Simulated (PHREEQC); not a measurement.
Consider water at 25 °C with 0.025 mol/kgw HF, 0.00022 mol/kgw NaCl and 0.014 mol/kgw KCl. Closed to the air; pH follows from the charge balance.

Equilibrium calculation in PHREEQC: ion-association model, phreeqc.dat.

```
quantity                    before     after
------------------------  --------  --------
pH                            2.41      2.02
ionic strength (mol/kgw)    0.0186    0.0335
HF (mol/kgw)                0.0203    0.0228
F- (mol/kgw)               0.00403   0.00189
HF2- (mol/kgw)            0.000315  0.000165
SI of Sylvite (KCl)          -4.72     -6.58
```

Task: What was changed between the two runs?
A) KCl replaced by KHSO4 at the same molality
B) 0.005 mol/kgw TMAH added
C) NaCl left out
D) 0.00097 mol/kgw (NH4)2SiF6 added
E) diluted 10-fold with water

Result: A, KCl replaced by KHSO4 at the same molality

This is a speciation only: nothing precipitates in the calculation.
